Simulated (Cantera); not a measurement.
A Cantera script and its output.

```python
import numpy as np
import cantera as ct

gas = ct.Solution("h2o2.yaml")
gas.TPX = 1198, 2666, {'H2': 0.0059, 'O2': 1, 'H2O': 0.01}
reactor = ct.IdealGasConstPressureReactor(gas, energy="off", clone=False)
net = ct.ReactorNet([reactor])
net.rtol, net.atol = 1e-08, 1e-18
show = ['H2', 'O2', 'H2O', 'O', 'OH']
times = np.geomspace(3e-06, 40, 15)

steps = ct.SolutionArray(gas, extra=["t"])
rows = []
print(f"{'t/s':>10s}{'T/K':>9s}{'P/Pa':>11s}" + "".join(f"{s:>11s}" for s in show))
for t in times:
    while net.time < t:
        t_next = net.step()
        steps.append(gas.state, t=t_next)
    rows.append([np.interp(t, steps.t, y) for y in (steps.T, steps.P, *steps(*show).X.T)])
    print(f"{t:10.3e}{rows[-1][0]:9.1f}{rows[-1][1]:11.4g}" + "".join(f"{x:11.3e}" for x in rows[-1][2:]))
rate = np.gradient(steps.T, steps.t)
print("integrator steps:", len(steps.t))
if steps.T.max() > steps.T[0] + 200:
    print(f"time of steepest temperature rise: {steps.t[rate.argmax()]:.4e} s")
gas.TPX = 1198, 2666, {'H2': 0.0059, 'O2': 1, 'H2O': 0.01}
gas.equilibrate("TP")
print(f"equilibrium (TP): T = {gas.T:.1f} K  " + "  ".join(f"{s} {gas[s].X[0]:.3e}" for s in show))
```

Result:

```
       t/s      T/K       P/Pa         H2         O2        H2O          O         OH
 3.000e-06   1198.0       2666  5.808e-03  9.843e-01  9.843e-03  2.034e-12  2.334e-12
 9.684e-06   1198.0       2666  5.808e-03  9.843e-01  9.843e-03  1.917e-11  2.005e-11
 3.126e-05   1198.0       2666  5.808e-03  9.843e-01  9.843e-03  1.504e-10  1.508e-10
 1.009e-04   1198.0       2666  5.808e-03  9.843e-01  9.843e-03  8.645e-10  8.214e-10
 3.257e-04   1198.0       2666  5.808e-03  9.843e-01  9.843e-03  4.572e-09  3.870e-09
 1.051e-03   1198.0       2666  5.808e-03  9.843e-01  9.844e-03  4.740e-08  3.523e-08
 3.394e-03   1198.0       2666  5.789e-03  9.843e-01  9.857e-03  1.236e-05  8.917e-06
 1.095e-02   1198.0       2666  4.868e-05  9.795e-01  1.514e-02  4.342e-03  7.306e-04
 3.536e-02   1198.0       2666  2.298e-05  9.813e-01  1.532e-02  2.685e-03  5.615e-04
 1.141e-01   1198.0       2666  7.909e-06  9.832e-01  1.550e-02  9.244e-04  3.311e-04
 3.684e-01   1198.0       2666  1.487e-06  9.841e-01  1.562e-02  1.753e-04  1.449e-04
 1.189e+00   1198.0       2666  2.210e-07  9.842e-01  1.567e-02  2.640e-05  5.645e-05
 3.839e+00   1198.0       2666  3.679e-08  9.843e-01  1.568e-02  4.455e-06  2.322e-05
 1.239e+01   1198.0       2666  7.679e-09  9.843e-01  1.569e-02  9.399e-07  1.067e-05
 4.000e+01   1198.0       2666  2.132e-09  9.843e-01  1.569e-02  2.629e-07  5.641e-06
integrator steps: 1888
equilibrium (TP): T = 1198.0 K  H2 1.189e-09  O2 9.843e-01  H2O 1.569e-02  O 1.469e-07  OH 4.215e-06
```

Model: the H2/O2 subset of GRI-Mech 3.0, which has no nitrogen chemistry, integrated in Cantera. Radical loss at walls, strong at low pressure, is not modelled.
